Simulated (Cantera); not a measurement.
A Cantera script and what it prints.

```python
import numpy as np
import cantera as ct

gas_names = """
    AL ALC ALN AL2 C CN C2 CCN CNC C2N2 C3 C4 C4N2 C5 N N2
""".split()
cond_names = """
    AL(cr) AL(L) ALN(s) C(gr)
""".split()


# ... load() reads the species with a 1 bar reference pressure and builds the phases ...
atoms = {
    'AlN': {'AL': 1, 'N': 1},
    'C': {'C': 1},
    'N2': {'N': 2},
}
top_T = {'ALN(s)': 2750, 'C(gr)': 4500}  # K; cautious upper limits of use, not melting points


# ... equilibrate(T, P, feed) seeds the gas with the atoms and calls Mixture.equilibrate('TP', solver="vcs", rtol=1e-11, max_steps=5000) ...
results = []
feed = {'AlN': 1, 'C': 0.012, 'N2': 0.43}  # mol
P = 1.1  # Pa
for T in [2100, 2200, 2300, 2400, 2500, 2600, 2700, 2800, 2900, 3000]:
    mix = equilibrate(T, P, feed)
    results.append((T, P, feed, dict(zip(mix.species_names, mix.species_moles))))

top = {s: max(r[3][s] / sum(r[3][g] for g in gas_names) for r in results) for s in gas_names}
cols = sorted((s for s in top if top[s] > 0.0001), key=lambda s: -top[s])[:6]
seen = [c for c in cond_names if any(r[3].get(c, 0) > 1e-12 for r in results)]
print("log10 of partial pressures in bar; condensed amounts in mol")
print(f"{'T/K':>10s}" + "".join(f"{s[:9]:>10s}" for s in cols + seen))
for T, P, feed, n in results:
    ng = sum(n[g] for g in gas_names)
    print(f"{T:10.4g}" + "".join(f"{np.log10(max(n[s] / ng * P / 1e5, 1e-99)):10.3f}" for s in cols)
          + "".join(f"{n.get(c, 0):10.4g}" for c in seen))
```

It prints:

```
log10 of partial pressures in bar; condensed amounts in mol
       T/K        AL        N2         C        CN         N        C3     C(gr)
      2100    -5.244    -5.276    -9.626    -8.347   -11.086    -9.540     0.011
      2200    -5.245    -5.277    -8.816    -7.857   -10.543    -8.617  0.007922
      2300    -5.245    -5.278    -8.165    -7.499   -10.047    -8.039         0
      2400    -5.246    -5.279    -7.836    -7.437    -9.592    -8.314         0
      2500    -5.246    -5.279    -7.600    -7.447    -9.174    -8.766         0
      2600    -5.246    -5.279    -7.449    -7.524    -8.787    -9.387         0
      2700    -5.246    -5.279    -7.355    -7.640    -8.428   -10.099         0
      2800    -5.247    -5.279    -7.294    -7.775    -8.096   -10.840         0
      2900    -5.247    -5.280    -7.254    -7.917    -7.786   -11.581         0
      3000    -5.247    -5.281    -7.228    -8.060    -7.496   -12.305         0
```

Method: chemical equilibrium by Gibbs-energy minimisation in Cantera with the NASA 1993 tables (ideal gas, pure condensed phases).
